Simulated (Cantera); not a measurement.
## Thermodynamics of boron, boron nitride and boron oxide, feed BF3 + O2 + H2

Feed: 1 mol BF3, 1.1 mol O2, 8.4 mol H2, equilibrated at 1525 °C.

Equilibrium computed with Cantera from the NASA thermochemical tables; the gas is ideal and each condensed phase is pure. Candidate condensed phases: B, B2O3, B3O3H3, H2O; 43 gas species. The tables' values for BF2 are old estimates; treat these amounts as uncertain. Kinetics and transport are ignored.

```
P (Pa)  log p H2  log p HF  log p H2O  log p BOF  log p H  log p HBO2
------  --------  --------  ---------  ---------  -------  ----------
10         -4.24     -4.69      -5.01      -5.10    -5.57       -5.83
46         -3.57     -4.02      -4.34      -4.43    -5.24       -5.17
220        -2.89     -3.34      -3.66      -3.75    -4.90       -4.49
1000       -2.23     -2.68      -3.00      -3.09    -4.57       -3.83
4600       -1.56     -2.02      -2.33      -2.43    -4.23       -3.16
22000      -0.88     -1.35      -1.64      -1.77    -3.89       -2.48
100000     -0.22     -0.72      -0.96      -1.15    -3.56       -1.80
```
log p: log10 of the partial pressure in bar; nothing condenses.

From 0.000100 bar to 1.00 bar nothing is condensed. The main B-bearing gas is BOF throughout.
